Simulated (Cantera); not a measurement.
Cantera run:

```python
import numpy as np
import cantera as ct

gas_names = """
    H HO2 H2 H2O H2O2 H2S H2SO4 O OH O2 O3 S SH SO SO2 SO3 S2 S2O S8
""".split()
cond_names = """
    H2O(s) H2O(L) H2SO4(L) S(cr1) S(cr2) S(L)
""".split()


# ... load() reads the species with a 1 bar reference pressure and builds the phases ...
atoms = {
    'S': {'S': 1},
    'H2O': {'H': 2, 'O': 1},
    'O2': {'O': 2},
}
top_T = {}  # K; cautious upper limits of use, not melting points


# ... equilibrate(T, P, feed) seeds the gas with the atoms and calls Mixture.equilibrate('TP', solver="vcs", rtol=1e-11, max_steps=5000) ...
results = []
T = 2273  # K
P = 133.322  # Pa
for m in [0.063, 0.21, 0.37, 0.52, 0.67, 0.82, 0.98, 1.1, 1.3, 1.4, 1.6, 1.7]:
    feed = {'S': 1, 'H2O': 0.21, 'O2': m}  # mol
    mix = equilibrate(T, P, feed)
    results.append((T, P, feed, dict(zip(mix.species_names, mix.species_moles))))

top = {s: max(r[3][s] / sum(r[3][g] for g in gas_names) for r in results) for s in gas_names}
cols = sorted((s for s in top if top[s] > 1e-05), key=lambda s: -top[s])[:5]
seen = [c for c in cond_names if any(r[3].get(c, 0) > 1e-12 for r in results)]
print("log10 of partial pressures in bar; condensed amounts in mol")
print(f"{'n(O2)':>10s}" + "".join(f"{s[:9]:>10s}" for s in cols + seen))
for T, P, feed, n in results:
    ng = sum(n[g] for g in gas_names)
    print(f"{feed['O2']:10.4g}" + "".join(f"{np.log10(max(n[s] / ng * P / 1e5, 1e-99)):10.3f}" for s in cols)
          + "".join(f"{n.get(c, 0):10.4g}" for c in seen))
```

It prints:

```
log10 of partial pressures in bar; condensed amounts in mol
     n(O2)       SO2        O2        SO        S2         S
     0.063    -4.143    -6.915    -3.569    -3.461    -3.544
      0.21    -3.757    -6.432    -3.424    -3.654    -3.641
      0.37    -3.521    -6.071    -3.369    -3.905    -3.766
      0.52    -3.364    -5.757    -3.369    -4.219    -3.923
      0.67    -3.236    -5.391    -3.423    -4.694    -4.160
      0.82    -3.129    -4.878    -3.572    -5.505    -4.566
      0.98    -3.074    -4.215    -3.850    -6.723    -5.175
       1.1    -3.084    -3.888    -4.023    -7.396    -5.512
       1.3    -3.126    -3.607    -4.205    -8.041    -5.834
       1.4    -3.149    -3.524    -4.270    -8.254    -5.941
       1.6    -3.194    -3.409    -4.373    -8.574    -6.101
       1.7    -3.216    -3.368    -4.415    -8.700    -6.164
```

Equilibrium computed with Cantera from the NASA thermochemical tables; the gas is ideal and each condensed phase is pure.
